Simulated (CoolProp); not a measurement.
Computed with CoolProp (reference Helmholtz-energy equation of state, Thol 2015).

### Question
Give the vapour pressure (MPa), vapour density (kg/m³), enthalpy of vaporisation (kJ/kg) of saturated 1,2-dichloroethane at 220.55 °C.

### Answer
```tsv
T (°C)	p (MPa)	vapour density (kg/m³)	enthalpy of vaporisation (kJ/kg)
220.55	2.01	65.4	218
```
